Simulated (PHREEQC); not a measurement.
Dissolve 0.015 mol K2CO3 and 0.01 mol K2SO4 per kg of water at 20 °C. Closed to the air; pH follows from the charge balance.

Equilibrium calculation in PHREEQC: ion-association model, wateq4f.dat.

The pH is 11.15 and the ionic strength is 0.0715 mol/kgw. The total alkalinity is 30.0 meq/kg.

| species | molality | activity | log γ |
|---|---|---|---|
| K+ | 0.0489 | 0.0386 | -0.102 |
| CO3-2 | 0.0138 | 0.00592 | -0.367 |
| SO4-2 | 0.00886 | 0.00370 | -0.379 |
| OH- | 0.00122 | 0.000963 | -0.103 |
| HCO3- | 0.00122 | 0.000989 | -0.092 |
| KSO4- | 0.00114 | 0.000919 | -0.092 |
| CO2 | 1.65e-8 | 1.68e-8 | 0.007 |

No solid was allowed to form. Complexes and solids missing from the database can't appear.
